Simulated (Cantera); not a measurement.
## Thermodynamics of boron, boron nitride and boron oxide, feed B2O3 + O2

Charge: 1 mol B2O3, 4.1 mol O2, equilibrated at 2000 K.

These are equilibrium values from Cantera (NASA tables, ideal gas, pure condensed phases), not measurements of a reactor. Candidate condensed phases: B, B2O3; 10 gas species. Rates play no part.

From 10.0 Pa to 22000 Pa nothing is condensed. At 100000 Pa the condensed part is B2O3(l). The main B-bearing gas is B2O3 throughout.

```tsv
P (Pa)	x O2	x B2O3	x BO2	x O	n B2O3(l)
10	0.700	0.125	0.116	0.0560	0
46	0.740	0.145	0.0863	0.0268	0
220	0.765	0.161	0.0618	0.0125	0
1000	0.779	0.171	0.0439	0.00590	0
4600	0.788	0.179	0.0307	0.00277	0
22000	0.793	0.184	0.0211	0.00127	0
100000	0.951	0.0412	0.00716	0.000653	0.807
```
x: gas mole fraction; n: condensed amount in mol.
